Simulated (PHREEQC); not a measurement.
Make-up at 55 °C: 0.001 mol/kgw HF, 0.13 mol/kgw CsF and 7.1e-05 mol/kgw HCl. Closed to the air; pH follows from the charge balance.

Computed with PHREEQC (ion-association model, wateq4f.dat).

Each row changes one thing in this solution. Precipitation was switched off in this run.

```json
[
 {"case": "as made", "pH": "5.56", "HF (mol/kgw)": "0.000674", "HF2- (mol/kgw)": "0.000393", "H2F2 (mol/kgw)": "3.89e-7"},
 {"case": "HCl left out", "pH": "5.59", "HF (mol/kgw)": "0.000629", "HF2- (mol/kgw)": "0.000367", "H2F2 (mol/kgw)": "3.39e-7"},
 {"case": "HF from 0.001 to 0.0011 mol/kgw", "pH": "5.52", "HF (mol/kgw)": "0.000736", "HF2- (mol/kgw)": "___", "H2F2 (mol/kgw)": "4.65e-7"},
 {"case": "CsF from 0.13 to 0.013 mol/kgw", "pH": "4.49", "HF (mol/kgw)": "0.000978", "HF2- (mol/kgw)": "5.54e-5", "H2F2 (mol/kgw)": "7.98e-7"},
 {"case": "HF from 0.001 to 0.0002 mol/kgw", "pH": "6.16", "HF (mol/kgw)": "0.000170", "HF2- (mol/kgw)": "9.98e-5", "H2F2 (mol/kgw)": "___"},
 {"case": "temperature from 55 to 70 °C", "pH": "5.69", "HF (mol/kgw)": "0.000674", "HF2- (mol/kgw)": "___", "H2F2 (mol/kgw)": "2.12e-7"},
 {"case": "HF replaced by NH4HF2 at the same molality", "pH": "5.56", "HF (mol/kgw)": "0.000672", "HF2- (mol/kgw)": "0.000396", "H2F2 (mol/kgw)": "3.88e-7"}
]
```

Question: Complete the blanks.

Answer: 
- HF from 0.001 to 0.0011 mol/kgw, HF2- (mol/kgw): 0.000430
- HF from 0.001 to 0.0002 mol/kgw, H2F2 (mol/kgw): 2.49e-8
- temperature from 55 to 70 °C, HF2- (mol/kgw): 0.000394

Species that the database lacks are ignored. Constants without temperature data keep their 25 °C values here.
